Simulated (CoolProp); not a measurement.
A single-stage vapour-compression cycle with the fluid: evaporating at 293.15 K (dew point), condensing at 324.15 K (bubble point), superheat 0 K, subcooling 0 K, compressor efficiency 0.8, no pressure losses. The same conditions are run with several fluids, on thermodynamics alone (safety and materials aside).

The numbers come from the reference Helmholtz-energy equation of state of each fluid (benzene: Thol 2012; propyne: Polt 1992; hydrogen sulfide: Lemmon 2006; R1224YDZ: Akasaka 2023; C3F8 (R218): Lemmon 2006; cyclopentane: Gedanitz 2015) in CoolProp. The equations of Platzer and Polt are older, rougher fits.

### Question
Rank benzene, propyne, hydrogen sulfide, R1224YDZ, C3F8 (R218), cyclopentane by cooling COP, highest first.

### Answer
benzene (7.01), cyclopentane (6.94), propyne (6.66), R1224YDZ (6.53), hydrogen sulfide (6.16), C3F8 (R218) (4.52)

| fluid | pressure ratio | discharge temperature (K) | refrigerating effect (kJ/kg) | volumetric capacity (kJ/m³) |
|---|---|---|---|---|
| benzene | 3.75 | 342.6 | 382 | 124 |
| propyne | 2.31 | 339.3 | 397 | 3640 |
| hydrogen sulfide | 2.04 | 360.9 | 353 | 10600 |
| R1224YDZ | 2.77 | 324.1 | 131 | 1040 |
| C3F8 (R218) | 2.19 | 324.1 | 40.9 | 3020 |
| cyclopentane | 3.10 | 335.0 | 352 | 357 |

The compression ends wet for: R1224YDZ; C3F8 (R218).
